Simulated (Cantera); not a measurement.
Input: 1 mol Si2Cl6, 0.028 mol HCl, 95 mol N2, at 1598 K and 1 atm.

These are equilibrium values from Cantera (NASA tables, ideal gas, pure condensed phases), not measurements of a reactor. Candidate condensed phases: NH4Cl, Si, Si3N4; 28 gas species. The feed counts by its element totals alone. The tables' values for SiCl3 are old estimates; treat these amounts as uncertain. The numbers say what is thermodynamically allowed, not how fast it happens.

Base state: N2 0.980, SiCl4 0.00936, SiCl2 0.00544, SiCl3 0.00454, HCl 0.000288, Cl 2.51e-5 (mole fractions); condensed: Si3N4(s).

Question: What changes in the equilibrium state with this change: Si2Cl6 replaced by Si3H8?

Answer: 
| species | before | after |
|---|---|---|
| N2 | 0.980 | 0.958 |
| H2 | 2.30e-7 | 0.0412 |
| HCl | 0.000288 | 0.000288 |
| SiCl4 | 0.00936 | <1e-9 |
| SiCl2 | 0.00544 | 3.10e-8 |
| SiCl3 | 0.00454 | <1e-9 |
| H | 2.53e-8 | 1.07e-5 |
| Cl | 2.51e-5 | 5.94e-8 |
| Si3N4(s), mol | 0.0424 | 1.000 |
